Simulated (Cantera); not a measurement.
## Hydrocarbon pyrolysis for carbon deposition

An isothermal, constant-pressure homogeneous reactor starts with CH₄ : N₂ : H₂O = 1 : 2.6 : 0.0082 (molar parts), at 1825 K and 0.0263 atm.

Computed with Cantera and GRI-Mech 3.0 (53 species, 325 reactions). GRI-Mech 3.0 stops at C3 and has no aromatics, soot or wall deposition, so with more carbon than oxygen in the feed, carbon stays in small species such as C2H2 where larger ones or solid carbon would form. Radical loss at walls, strong at low pressure, is not modelled.

```csv
t (s),x CH₄,x C₂H₂,x C₂H₄,x CH₂,x HCN
3.00e-6,0.277,<1e-12,<1e-12,1.21e-12,<1e-12
2.06e-5,0.277,<1e-12,1.57e-10,1.84e-10,<1e-12
0.000141,0.277,5.55e-10,1.68e-7,8.11e-9,<1e-12
0.000965,0.275,1.85e-6,6.89e-5,3.20e-7,2.13e-11
0.00662,0.230,0.00540,0.0112,6.82e-6,2.73e-8
0.0453,0.0447,0.0892,0.000869,4.27e-6,2.12e-6
0.311,0.00341,0.107,2.66e-5,1.17e-6,1.14e-5
2.13,0.000393,0.107,1.84e-5,2.01e-7,3.39e-5
14.6,7.66e-5,0.107,1.83e-5,3.99e-8,6.00e-5
100,7.49e-5,0.107,1.83e-5,3.91e-8,0.000167
```
x: mole fraction; the columns are a selection and need not sum to one.

Equilibrium at this temperature and pressure: CH₄ 5.60e-5, C₂H₂ 0.0550, C₂H₄ 9.37e-6, CH₂ 2.92e-8, HCN 0.105 (gas phase only).
